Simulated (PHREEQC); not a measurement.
A solution holds 0.078 mol NH4HF2, 0.095 mol (NH4)2SiF6, 0.0019 mol HBF4 and 0.00029 mol HCl per kg of water, at 25 °C. Closed to the air; pH follows from the charge balance.

Equilibrium calculation in PHREEQC: ion-association model, phreeqc.dat.

```yaml
pH: 2.95
ionic_strength: 0.364 mol/kgw
activity_of_water: 0.991
density: 1.008 g/cm³
total_alkalinity: -466 meq/kg
```

| species | molality | activity | log γ |
|---|---|---|---|
| NH4+ | 0.268 | 0.167 | -0.206 |
| SiF6-2 | 0.0950 | 0.0229 | -0.618 |
| HF | 0.0638 | 0.0694 | 0.036 |
| F- | 0.0623 | 0.0410 | -0.182 |
| HF2- | 0.0149 | 0.0109 | -0.136 |
| BF4- | 0.00189 | 0.00138 | -0.136 |
| H+ | 0.00145 | 0.00113 | -0.111 |
| Cl- | 0.000290 | 0.000195 | -0.173 |
| BF3OH- | 9.94e-6 | 7.26e-6 | -0.136 |
| BF2(OH)2- | 1.94e-7 | 1.42e-7 | -0.136 |
| NH3 | 7.75e-8 | 8.43e-8 | 0.036 |
| H3BO3 | 1.60e-9 | 1.74e-9 | 0.036 |

No solid was allowed to form. Complexes and solids missing from the database can't appear. SiF6-2 is the database's only silicon fluoride. Real BF4- forms and hydrolyses slowly; the run takes it at equilibrium.
